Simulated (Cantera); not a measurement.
Iron carbonyl, mercury and lead vapours: Fe(CO)5 + N2

A closed system holds: 1 mol Fe(CO)5, a varied amount of N2, equilibrated at 827 °C and 1330 Pa.

Method: chemical equilibrium by Gibbs-energy minimisation in Cantera with the NASA 1993 tables (ideal gas, pure condensed phases). Candidate condensed phases: C, Fe, Fe(CO)5, FeO, Fe2O3, Fe3O4; 27 gas species. Condensed phases not in the tables: cementite and carbon dissolved in iron. The numbers say what is thermodynamically allowed, not how fast it happens.

From 2.4 mol N2 to 53 mol N2 the condensed part is C(graphite) + Fe(α). From 58 mol N2 to 64 mol N2 the condensed part is Fe(α).

```json
[
 {"n(N2) (mol)": "2.4", "x N2": "0.324", "x CO": "0.675", "x CO2": "0.000536", "n C(graphite)": "0.00396", "n Fe(α)": "1.00"},
 {"n(N2) (mol)": "8", "x N2": "0.615", "x CO": "0.384", "x CO2": "0.000174", "n C(graphite)": "0.00226", "n Fe(α)": "1.00"},
 {"n(N2) (mol)": "14", "x N2": "0.737", "x CO": "0.263", "x CO2": "8.14e-5", "n C(graphite)": "0.00155", "n Fe(α)": "1.00"},
 {"n(N2) (mol)": "19", "x N2": "0.792", "x CO": "0.208", "x CO2": "5.10e-5", "n C(graphite)": "0.00122", "n Fe(α)": "1.00"},
 {"n(N2) (mol)": "25", "x N2": "0.833", "x CO": "0.167", "x CO2": "3.27e-5", "n C(graphite)": "0.000980", "n Fe(α)": "1.00"},
 {"n(N2) (mol)": "30", "x N2": "0.857", "x CO": "0.143", "x CO2": "2.40e-5", "n C(graphite)": "0.000840", "n Fe(α)": "1.00"},
 {"n(N2) (mol)": "36", "x N2": "0.878", "x CO": "0.122", "x CO2": "1.75e-5", "n C(graphite)": "0.000717", "n Fe(α)": "1.00"},
 {"n(N2) (mol)": "41", "x N2": "0.891", "x CO": "0.109", "x CO2": "1.39e-5", "n C(graphite)": "0.000639", "n Fe(α)": "1.00"},
 {"n(N2) (mol)": "47", "x N2": "0.904", "x CO": "0.0961", "x CO2": "1.09e-5", "n C(graphite)": "0.000565", "n Fe(α)": "1.00"},
 {"n(N2) (mol)": "53", "x N2": "0.914", "x CO": "0.0862", "x CO2": "8.74e-6", "n C(graphite)": "0.000507", "n Fe(α)": "1.00"},
 {"n(N2) (mol)": "58", "x N2": "0.921", "x CO": "0.0794", "x CO2": "7.41e-6", "n C(graphite)": "0", "n Fe(α)": "1.00"},
 {"n(N2) (mol)": "64", "x N2": "0.928", "x CO": "0.0725", "x CO2": "6.18e-6", "n C(graphite)": "0", "n Fe(α)": "1.00"}
]
```
x: gas mole fraction; n: condensed amount in mol.
